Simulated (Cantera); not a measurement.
Input (Python, Cantera) and output of one run.

```python
import numpy as np
import cantera as ct

gas_names = """
    O2 F2
""".split()
cond_names = """
    Ba(L) BaF2(a) BaO(s)
""".split()


def load(file, names, dense=False):
    # The tables refer to 1 bar. Condensed volumes are neglected.
    table = {s.name: s for s in ct.Species.list_from_file(file)}
    out = []
    for n in names:
        d = dict(table[n].input_data)
        d["thermo"] = dict(d["thermo"], **{"reference-pressure": 1e5})
        if dense:
            d["equation-of-state"] = {"model": "constant-volume", "density": "1e6 g/cm^3"}
        out.append(ct.Species.from_dict(d))
    return out


species = {s.name: s for s in load("nasa_gas.yaml", gas_names) + load("nasa_condensed.yaml", cond_names)}
T = 1400
g = {n: (s.thermo.h(T) - T * s.thermo.s(T)) / (ct.gas_constant * T * np.log(10)) for n, s in species.items()}
valid = cond_names  # the entries whose range holds T


def stable(la, lb):
    # potentials (over RT ln 10) of the two non-metals from log10 p(O2) and log10 p(F2) in bar
    mu = {}
    mu["O"] = (g["O2"] + la) / 2
    mu["F"] = (g["F2"] + lb) / 2
    cost = {}
    for n in valid:
        c = species[n].composition
        cost[n] = (g[n] - sum(c.get(e, 0) * m for e, m in mu.items())) / c["Ba"]
    return min(cost, key=cost.get)


results = []
for lb in [1, -0.9, -2.9, -4.8, -6.7, -8.6, -10.6, -12.5, -14.4, -16.4, -18.3, -20.2, -22.1, -24.1, -26]:
    row = [stable(la, lb) for la in [-14, -13.1, -12.1, -11.2, -10.3, -9.3, -8.4, -7.5, -6.5, -5.6, -4.7, -3.7, -2.8, -1.9, -0.9, 0]]
    results.append(row)
    print(f"{lb:6.1f}  " + " ".join(f"{valid.index(n):x}" for n in row))
print("key: " + ", ".join(f"{i:x} {n}" for i, n in enumerate(valid)))
```

Output:

```
   1.0  1 1 1 1 1 1 1 1 1 1 1 1 1 1 1 1
  -0.9  1 1 1 1 1 1 1 1 1 1 1 1 1 1 1 1
  -2.9  1 1 1 1 1 1 1 1 1 1 1 1 1 1 1 1
  -4.8  1 1 1 1 1 1 1 1 1 1 1 1 1 1 1 1
  -6.7  1 1 1 1 1 1 1 1 1 1 1 1 1 1 1 1
  -8.6  1 1 1 1 1 1 1 1 1 1 1 1 1 1 1 1
 -10.6  1 1 1 1 1 1 1 1 1 1 1 1 1 1 1 1
 -12.5  1 1 1 1 1 1 1 1 1 1 1 1 1 1 1 1
 -14.4  1 1 1 1 1 1 1 1 1 1 1 1 1 1 1 1
 -16.4  1 1 1 1 1 1 1 1 1 1 1 1 1 1 1 1
 -18.3  1 1 1 1 1 1 1 1 1 1 1 1 1 1 1 1
 -20.2  1 1 1 1 1 1 1 1 1 1 1 1 1 1 1 1
 -22.1  1 1 1 1 1 1 1 1 1 1 1 1 1 2 2 2
 -24.1  1 1 1 1 1 1 1 1 1 2 2 2 2 2 2 2
 -26.0  1 1 1 1 1 2 2 2 2 2 2 2 2 2 2 2
key: 0 Ba(L), 1 BaF2(a), 2 BaO(s)
```

Standard-state values (1 bar) from the NASA 1993 polynomials, evaluated with Cantera. Not in the tables: the peroxide, oxide halides.
